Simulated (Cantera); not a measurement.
A closed system holds: 1 mol Fe(CO)5, 2.8 mol H2, at 6.70 bar.

Cantera equilibrium calculation (NASA polynomials, part measured and part estimated; ideal gas, pure solids and liquids). Candidate condensed phases: C, C6H6, C7H8, C8H18, Fe, Fe(CO)5, FeO, Fe(OH)2, Fe(OH)3, Fe2O3, Fe3O4, H2O; 114 gas species. Iron dissolves carbon and melts from about 1420 K in contact with it, which pure phases cannot show. The tables' stoichiometric FeO is somewhat more stable than real wüstite, so its field is too wide. FeO: taken at fixed stoichiometry. Condensed phases not in the tables: cementite and carbon dissolved in iron. Kinetics and transport are ignored.

x: gas mole fraction; n: condensed amount in mol.

```csv
T (°C),x CO,x H2,x CO2,x H2O,x CH4,n C(graphite),n FeO(s),n Fe(α),n Fe(γ)
700,0.191,0.277,0.245,0.221,0.0663,2.77,1.00,0,0
750,___,___,___,___,___,___,1.00,0,0
800,0.376,0.343,0.133,0.112,0.0362,2.11,1.00,0,0
850,0.494,0.317,0.0989,0.0694,0.0198,0.975,0,1.00,0
900,0.556,0.329,0.0578,0.0435,0.0141,0.609,0,1.00,0
950,0.594,0.337,0.0325,0.0269,0.0101,0.359,0,0,1.00
1000,0.615,0.343,0.0182,0.0168,0.00739,0.207,0,0,1.00
1050,0.627,0.347,0.0104,0.0107,0.00548,0.118,0,0,1.00
1100,0.633,0.350,0.00610,0.00695,0.00413,0.0683,0,0,1.00
1150,0.636,0.352,___,___,___,___,0,0,1.00
1200,0.638,0.354,0.00231,0.00317,0.00246,0.0233,0,0,1.00
1250,0.639,0.355,0.00149,0.00222,0.00194,0.0136,0,0,1.00
1300,0.640,0.356,0.000987,0.00159,0.00156,0.00775,0,0,1.000
1350,0.641,0.356,0.000671,0.00116,0.00126,0.00417,0,0,1.000
```

Some entries are withheld; supply them.


- 750, x CO: 0.282
- 750, x H2: 0.315
- 750, x CO2: 0.190
- 750, x H2O: 0.163
- 750, x CH4: 0.0499
- 750, n C(graphite): 2.47
- 1150, x CO2: 0.00370
- 1150, x H2O: 0.00463
- 1150, x CH4: 0.00316
- 1150, n C(graphite): 0.0398
